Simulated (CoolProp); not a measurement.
Saturation properties of R141b.

The numbers come from the reference Helmholtz-energy equation of state, Lemmon 2006 in CoolProp. It is a short technical equation, of lower accuracy than the large ones.

```
T (K)  p (kPa)  liquid cp (kJ/(kg K))  vapour Z  liquid viscosity (µPa s)
-----  -------  ---------------------  --------  ------------------------
327.9    211.2                  1.200    0.9361                       [?]
338.9    289.5                  1.220    0.9211                       264
349.8    387.1                  1.242    0.9042                       237
360.8      [?]                  1.267    0.8848                       213
371.8      [?]                  1.295    0.8631                       192
382.7      [?]                  1.326    0.8390                       173
393.7     1044                  1.363    0.8119                       156
404.7     1292                  1.407       [?]                       [?]
415.6     1578                  1.462    0.7478                       126
426.6     1911                  1.534    0.7092                       112
437.6     2293                  1.638    0.6649                      98.9
448.5      [?]                  1.805    0.6129                      86.3
```

Task: Complete the blanks.

Result: 
- 327.9, liquid viscosity (µPa s): 296
- 360.8, p (kPa): 508.9
- 371.8, p (kPa): 657.1
- 382.7, p (kPa): 833.4
- 404.7, vapour Z: 0.7815
- 404.7, liquid viscosity (µPa s): 140
- 448.5, p (kPa): 2726

It boils at 305.2 K under 1 atm.

Viscosity comes from a separate model (Huber 2003), an estimate that may be off by 10 % or more.
